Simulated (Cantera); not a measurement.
Titanium nitride, carbide and oxide coatings: Ti + C3H8 + H2

Charge: 1 mol Ti, a varied amount of C3H8, 270 mol H2, at 0.0350 bar.

Equilibrium computed with Cantera from the NASA thermochemical tables; the gas is ideal and each condensed phase is pure. Candidate condensed phases: C, C6H6, C7H8, C8H18, Ti, TiC; 77 gas species. Mutual solubility and eutectic melting of coexisting phases are not modelled. TiC: taken at fixed stoichiometry. Condensed phases not in the tables: N, O or C dissolved in the metal. Kinetics and transport are ignored.

Task: Map the stable condensed phases over T = 1073, 1148, 1223, 1298, 1373, 1448, 1523, 1598, 1673, 1748, 1823, 1898, 1973, 2048 K and n(C3H8) in mol = 0.088, 0.11, 0.13, 0.17, 0.2, 0.25, 0.31, 0.39.

Result: 
```
T in K \ n(C3H8) in mol
         0.088  0.11  0.13  0.17   0.2  0.25  0.31  0.39
   2048      A     A     A     A     A     A     B     B
   1973      A     A     A     A     A     A     A     B
   1898      A     A     A     A     A     A     A     B
   1823      A     A     A     A     A     A     A     C
   1748      A     A     A     A     A     A     A     C
   1673      A     A     A     A     A     A     A     C
   1598      A     A     A     A     A     A     A     C
   1523      A     A     A     A     A     A     A     C
   1448      A     A     A     A     A     A     A     C
   1373      A     A     A     A     A     A     A     C
   1298      A     A     A     A     A     A     A     C
   1223      A     A     A     A     A     A     A     C
   1148      A     A     A     A     A     A     A     B
   1073      A     A     A     A     A     A     A     B
```
A: Ti + TiC; B: TiC; C: C + TiC.
